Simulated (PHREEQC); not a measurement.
## Polishing slurry liquid (model solution)

Dissolve 0.00011 mol/kgw KOH, 1.2e-05 mol/kgw H4SiO4 and 0.011 mol/kgw KH2PO4 at 35 °C. Closed to the air; pH follows from the charge balance.

Model: ion-association model, phreeqc.dat, run in PHREEQC.

```yaml
pH: 5.12
ionic_strength: 0.0112 mol/kgw
specific_conductance: 1350 µS/cm
total_alkalinity: 0.110 meq/kg
```

| species | molality | activity | log γ |
|---|---|---|---|
| K+ | 0.0111 | 0.00993 | -0.049 |
| H2PO4- | 0.0109 | 0.00976 | -0.046 |
| HPO4-2 | 0.000129 | 8.37e-5 | -0.187 |
| H3PO4 | 1.23e-5 | 1.23e-5 | 0.001 |
| H4SiO4 | 1.20e-5 | 1.20e-5 | 0.001 |
| H+ | 8.41e-6 | 7.64e-6 | -0.042 |
| KHPO4- | 1.80e-6 | 1.62e-6 | -0.046 |
| OH- | 3.06e-9 | 2.74e-9 | -0.049 |

This is a speciation only: nothing precipitates in the calculation. Species that the database lacks are ignored.
